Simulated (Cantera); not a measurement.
Charge: 1 mol CH3SiCl3, 0.18 mol C2H4, 1.9 mol H2, at 0.100 bar.

These are equilibrium values from Cantera (NASA tables, ideal gas, pure condensed phases), not measurements of a reactor. Candidate condensed phases: C, C6H6, C7H8, C8H18, Si, SiC; 109 gas species. The feed counts by its element totals alone. The tables' values for SiCl3, SiCl are old estimates; treat these amounts as uncertain. Rates play no part.

x: gas mole fraction; n: condensed amount in mol.

```csv
T (°C),x HCl,x H2,x SiCl2,x SiCl4,n C(graphite),n SiC(s)
1275,0.495,0.475,0.0150,0.00743,0.514,0.846
1325,0.498,0.471,…,…,0.518,0.842
1375,0.498,0.470,…,…,0.527,0.832
1425,0.494,0.471,0.0274,0.00186,0.541,0.818
1475,0.489,0.472,0.0318,0.00117,0.558,0.802
1525,0.483,0.475,0.0363,0.000748,0.576,0.783
1575,0.475,0.477,0.0409,0.000483,0.596,0.763
1625,0.467,0.480,0.0454,0.000315,0.616,0.742
```

### Question
Fill in the missing entries.

### Answer

- 1325, x SiCl2: 0.0189
- 1325, x SiCl4: 0.00471
- 1375, x SiCl2: 0.0231
- 1375, x SiCl4: 0.00296
